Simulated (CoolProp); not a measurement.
A closed Brayton cycle with carbon dioxide: compressor inlet 305.15 K and 7.9 MPa, high pressure 25.7 MPa, turbine inlet 805 K, compressor efficiency 0.89, turbine efficiency 0.85, recuperator effectiveness 0.9 (on enthalpy, no pinch check). Each further row changes one setting.

Values from CoolProp's reference Helmholtz-energy equation of state, Span 1996.

```json
[
 {"case": "as stated", "thermal efficiency (%)": "34.6", "net work (kJ/kg)": "112", "compressor to turbine work": "0.20", "compressor exit (K)": "338.9", "turbine exit (K)": "674.4"},
 {"case": "turbine inlet 755 K", "thermal efficiency (%)": "33.0", "net work (kJ/kg)": "102", "compressor to turbine work": "0.22", "compressor exit (K)": "338.9", "turbine exit (K)": "628.9"},
 {"case": "compressor inlet 315.15 K", "thermal efficiency (%)": "32.8", "net work (kJ/kg)": "86.5", "compressor to turbine work": "0.38", "compressor exit (K)": "405.1", "turbine exit (K)": "674.4"},
 {"case": "high pressure 21.8 MPa", "thermal efficiency (%)": "32.8", "net work (kJ/kg)": "99.7", "compressor to turbine work": "0.18", "compressor exit (K)": "333.4", "turbine exit (K)": "692.1"},
 {"case": "recuperator effectiveness 0.5", "thermal efficiency (%)": "23.2", "net work (kJ/kg)": "112", "compressor to turbine work": "0.20", "compressor exit (K)": "338.9", "turbine exit (K)": "674.4"}
]
```
